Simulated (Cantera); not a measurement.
Mixture: C₃H₈ : O₂ : N₂ : H₂O = 1 : 2.38 : 8.95 : 1.2 (molar parts), equivalence ratio 2.1, at 110000 Pa, adiabatic and at constant pressure. Ignition delay is the time to a rise of 400 K.

Detailed kinetics in Cantera: GRI-Mech 3.0 (53 species, 325 reactions). GRI-Mech 3.0 was tuned for natural gas; its chemistry of propane as a main component is partial and can be far from experiment.

Q: Predict: delay at 1300 K; delay at 1400 K; delay at 1500 K; delay at 1600 K; delay at 1700 K; delay at 1800 K; delay at 1900 K; apparent activation energy between 1700 and 1900 K.

A: 
```
Item                                                     Value
--------------------------------------------------  ----------
delay at 1300 K                                        1.20 ms
delay at 1400 K                                       0.292 ms
delay at 1500 K                                        98.8 µs
delay at 1600 K                                        44.0 µs
delay at 1700 K                                        24.0 µs
delay at 1800 K                                        15.1 µs
delay at 1900 K                                        10.5 µs
apparent activation energy between 1700 and 1900 K  110 kJ/mol
```
